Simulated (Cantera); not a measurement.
Ignition delay

Mixture: 5.56 % C3H8, 19.9 % O2, 74.6 % N2, equivalence ratio 1.4, at 1.00 bar, adiabatic and at constant pressure. Ignition delay is the time to a rise of 400 K.

Cantera simulation using GRI-Mech 3.0 (53 species, 325 reactions); the numbers are that mechanism's predictions, not measurements. GRI-Mech 3.0 was tuned for natural gas; its chemistry of propane as a main component is partial and can be far from experiment.

```tsv
T0 (K)	delay (ms)
1150	18.3
1250	2.42
1350	0.471
1450	0.134
1550	0.0528
1650	0.0265
1750	0.0158
1850	0.0106
1950	0.00771
2050	0.00594
```

| Property | Value |
|---|---|
| apparent activation energy between 1850 and 2050 K | 91 kJ/mol |
